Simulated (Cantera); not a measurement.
What does this Cantera script print?

```python
import numpy as np
import cantera as ct

gas_names = [...]  # 131 gases of nasa_gas.yaml made of C, H, O
cond_names = """
    C(gr) C6H6(L) C7H8(L) C8H18(L),n-octa H2O(s) H2O(L)
""".split()


# ... load() reads the species with a 1 bar reference pressure and builds the phases ...
atoms = {
    'C3H6': {'C': 3, 'H': 6},
    'O2': {'O': 2},
    'H2': {'H': 2},
}
top_T = {'C(gr)': 4500}  # K; cautious upper limits of use, not melting points


# ... equilibrate(T, P, feed) seeds the gas with the atoms and calls Mixture.equilibrate('TP', solver="vcs", rtol=1e-11, max_steps=5000) ...
results = []
feed = {'C3H6': 1, 'O2': 0.084, 'H2': 0.49}  # mol
P = 630  # Pa
for T in [2000, 2250, 2500, 2750, 3000, 3250, 3500, 3750, 4000, 4250, 4500, 4750, 5000]:
    mix = equilibrate(T, P, feed)
    results.append((T, P, feed, dict(zip(mix.species_names, mix.species_moles))))

top = {s: max(r[3][s] / sum(r[3][g] for g in gas_names) for r in results) for s in gas_names}
cols = sorted((s for s in top if top[s] > 0.0001), key=lambda s: -top[s])[:9]
seen = [c for c in cond_names if any(r[3].get(c, 0) > 1e-12 for r in results)]
print("log10 of partial pressures in bar; condensed amounts in mol")
print(f"{'T/K':>10s}" + "".join(f"{s[:9]:>10s}" for s in cols + seen))
for T, P, feed, n in results:
    ng = sum(n[g] for g in gas_names)
    print(f"{T:10.4g}" + "".join(f"{np.log10(max(n[s] / ng * P / 1e5, 1e-99)):10.3f}" for s in cols)
          + "".join(f"{n.get(c, 0):10.4g}" for c in seen))
```

It prints:

```
log10 of partial pressures in bar; condensed amounts in mol
       T/K        H2         H         C        C3        CO        C2 C2H2,acet       C2H         O     C(gr)
      2000    -2.230    -3.904   -10.517   -10.557    -3.543   -11.630    -5.345    -8.746   -14.188     2.827
      2250    -2.263    -3.261    -8.439    -8.187    -3.558    -9.242    -4.738    -7.138   -13.114      2.81
      2500    -2.362    -2.781    -6.779    -6.304    -3.600    -7.339    -4.328    -5.890   -12.279     2.766
      2750    -2.595    -2.463    -5.423    -4.773    -3.680    -5.787    -4.146    -4.949   -11.637     2.649
      3000    -3.047    -2.325    -4.295    -3.506    -3.793    -4.499    -4.253    -4.296   -11.143     1.473
      3250    -3.620    -2.303    -3.616    -3.263    -3.877    -3.960    -5.084    -4.389   -10.438         0
      3500    -4.160    -2.309    -3.174    -3.474    -3.913    -3.778    -6.121    -4.772    -9.656         0
      3750    -4.670    -2.334    -2.895    -3.973    -3.948    -3.830    -7.272    -5.335    -8.875         0
      4000    -5.105    -2.350    -2.788    -4.820    -3.967    -4.149    -8.538    -6.094    -8.043         0
      4250    -5.469    -2.354    -2.760    -5.769    -3.972    -4.565    -9.769    -6.888    -7.229         0
      4500    -5.788    -2.355    -2.752    -6.663    -3.975    -4.968   -10.891    -7.626    -6.486         0
      4750    -6.073    -2.356    -2.750    -7.476    -3.981    -5.338   -11.902    -8.294    -5.818         0
      5000    -6.329    -2.356    -2.748    -8.210    -4.000    -5.673   -12.813    -8.898    -5.230         0
```

These are equilibrium values from Cantera (NASA tables, ideal gas, pure condensed phases), not measurements of a reactor.
